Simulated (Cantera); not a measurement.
## Si₂H₆ + NO (silicon oxide and oxynitride deposition)

Feed: 1 mol Si₂H₆, 0.18 mol NO, held at 0.660 bar.

Cantera equilibrium calculation (NASA polynomials, part measured and part estimated; ideal gas, pure solids and liquids). Candidate condensed phases: H₂O, Si, SiO₂, Si₂N₂O, Si₃N₄; 35 gas species. The feed counts by its element totals alone. Each liquid is taken as pure. Mutual solubility and eutectic melting of coexisting phases are not modelled. The tables hold silica as quartz up to 1696 K and as liquid above; real silica turns to tridymite and cristobalite and melts near 1996 K. Gases not in the tables: Si₂H₆ and higher silanes. Kinetics and transport are ignored.

```csv
T (K),x H₂,x SiO,x N₂,x H,x SiH₂,x Si,x SiH,n Si(s),n SiO₂(β-quartz),n Si₂N₂O(s),n Si(l),n SiO₂(condensed)
1423,1.000,0.000179,1.48e-8,8.18e-6,5.26e-7,2.31e-9,8.43e-9,1.77,0.0447,0.0900,0,0
1473,1.000,0.000476,5.90e-8,1.56e-5,1.05e-6,8.29e-9,2.42e-8,1.77,0.0443,0.0900,0,0
1523,0.999,0.00119,2.15e-7,2.84e-5,2.00e-6,2.73e-8,6.48e-8,1.77,0.0432,0.0900,0,0
1573,0.997,0.00278,7.21e-7,5.00e-5,3.66e-6,8.33e-8,1.63e-7,1.77,0.0408,0.0900,0,0
1623,0.994,0.00619,2.24e-6,8.48e-5,6.43e-6,2.37e-7,3.85e-7,1.77,0.0356,0.0900,0,0
1673,0.987,0.0131,6.48e-6,0.000139,1.09e-5,6.33e-7,8.64e-7,1.76,0.0251,0.0900,0,0
1723,0.974,0.0255,1.96e-5,0.000222,1.65e-5,1.49e-6,1.72e-6,0,0,0.0899,1.74,0.00576
1773,0.970,0.0292,9.42e-5,0.000345,2.39e-5,3.23e-6,3.19e-6,0,0,0.0897,1.73,0
1823,0.969,0.0295,0.000465,0.000525,3.40e-5,6.70e-6,5.72e-6,0,0,0.0886,1.73,0
1873,0.966,0.0310,0.00202,0.000781,4.74e-5,1.34e-5,9.94e-6,0,0,0.0837,1.74,0
1923,0.955,0.0360,0.00734,0.00113,6.43e-5,2.57e-5,1.67e-5,0,0,0.0670,1.75,0
1973,0.928,0.0490,0.0211,0.00160,8.43e-5,4.78e-5,2.71e-5,0,0,0.0219,1.80,0
2023,0.915,0.0550,0.0275,0.00224,0.000111,8.62e-5,4.31e-5,0,0,0,1.82,0
```
x: gas mole fraction; n: condensed amount in mol.

From 1423 K to 1673 K the condensed part is Si(s) + SiO₂(β-quartz) + Si₂N₂O(s). At 1723 K the condensed part is Si(l) + SiO₂(condensed) + Si₂N₂O(s). From 1773 K to 1973 K the condensed part is Si(l) + Si₂N₂O(s). At 2023 K the condensed part is Si(l). The main Si-bearing gas is SiO throughout. The share of Si in condensed phases is highest at 1423 K (100.0 %) and lowest at 2023 K (91.0 %).
